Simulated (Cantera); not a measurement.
A Cantera script and its output.

```python
import numpy as np
import cantera as ct

gas = ct.Solution("gri30.yaml")


def delay(T, t_max=10):
    gas.TPX = T, 3700000, {'CH4': 1, 'O2': 4.55, 'N2': 17.1}
    reactor = ct.IdealGasConstPressureReactor(gas, clone=False)
    net = ct.ReactorNet([reactor])
    net.rtol, net.atol = 1e-8, 1e-16
    while net.time < t_max:
        t_old, T_old = net.time, reactor.T
        net.step()
        if reactor.T > T + 400:  # ignition: a rise of 400 K
            return t_old + (T + 400 - T_old) / (reactor.T - T_old) * (net.time - t_old)
    return np.nan


taus = []
for T in [1250, 1325, 1400, 1475, 1550, 1625, 1700, 1775]:
    taus.append(delay(T))
    print(f"T0 = {T:6g} K   tau = {taus[-1]:.4e} s")
```

Result:

```
T0 =   1250 K   tau = 5.3390e-04 s
T0 =   1325 K   tau = 2.3589e-04 s
T0 =   1400 K   tau = 1.1313e-04 s
T0 =   1475 K   tau = 5.7930e-05 s
T0 =   1550 K   tau = 3.1302e-05 s
T0 =   1625 K   tau = 1.7702e-05 s
T0 =   1700 K   tau = 1.0418e-05 s
T0 =   1775 K   tau = 6.3588e-06 s
```

Detailed kinetics in Cantera: GRI-Mech 3.0 (53 species, 325 reactions). The pressure lies above the range GRI-Mech 3.0 was tuned for (to about 10 atm).
